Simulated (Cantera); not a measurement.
## Stirred combustor or abatement burner

A perfectly stirred reactor is fed with CH4 : C2H6 : C3H8 : O2 : N2 = 1 : 0.78 : 0.21 : 11.3 : 42.6 (molar parts), at 5.00 bar; it is adiabatic with a 548 K inlet, and is followed from long to short residence time, starting on the burning branch (τ in s: 0.3, 0.11, 0.042, 0.016, 0.0058, 0.0022, 0.0008, 0.0003, 0.00011, 4.1e-05, 1.5e-05, 5.7e-06).

Detailed kinetics in Cantera: GRI-Mech 3.0 (53 species, 325 reactions).

```
τ (s)    T (K)     x CH4   x C2H6   x C3H8   x H2O      x OH     x HCO
-------  -----  --------  -------  -------  ------  --------  --------
0.30      1717   1.20e-6  1.91e-7  4.78e-8  0.0915  0.000284  8.21e-10
0.11      1716   2.51e-6  4.27e-7  1.11e-7  0.0915  0.000350   2.21e-9
0.042     1714   4.85e-6  8.79e-7  2.38e-7  0.0914  0.000448   5.76e-9
0.016     1711   9.22e-6  1.76e-6  4.90e-7  0.0913  0.000583   1.53e-8
0.0058    1706   1.81e-5  3.58e-6  1.02e-6  0.0911  0.000769   4.35e-8
0.0022    1696   3.53e-5  7.07e-6  2.02e-6  0.0907  0.000982   1.20e-7
0.00080   1675   7.52e-5  1.50e-5  4.24e-6  0.0901   0.00120   3.48e-7
0.00030   1631  0.000189  3.68e-5  1.02e-5  0.0890   0.00124   9.88e-7
0.00011    548    0.0179   0.0140  0.00376  <1e-12    <1e-12    <1e-12
4.1e-5     548    0.0179   0.0140  0.00376  <1e-12    <1e-12    <1e-12
1.5e-5     548    0.0179   0.0140  0.00376  <1e-12    <1e-12    <1e-12
5.7e-6     548    0.0179   0.0140  0.00376  <1e-12    <1e-12    <1e-12
```
x: mole fraction; the columns are a selection and need not sum to one.
